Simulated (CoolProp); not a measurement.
Computed with CoolProp (reference Helmholtz-energy equation of state, Wagner 2002).

Q: For water, give the phase and the viscosity (µPa s), conductivity (mW/(m K)) at 726.85 °C and 16.7 MPa; 726.85 °C and 75 MPa.

A: 
- 726.85 °C and 16.7 MPa: gas; viscosity 38.6, conductivity 110
- 726.85 °C and 75 MPa: supercritical; viscosity 46.1, conductivity 191

Viscosity comes from a separate model (Huber 2009). Thermal conductivity comes from a separate model (Huber 2012).
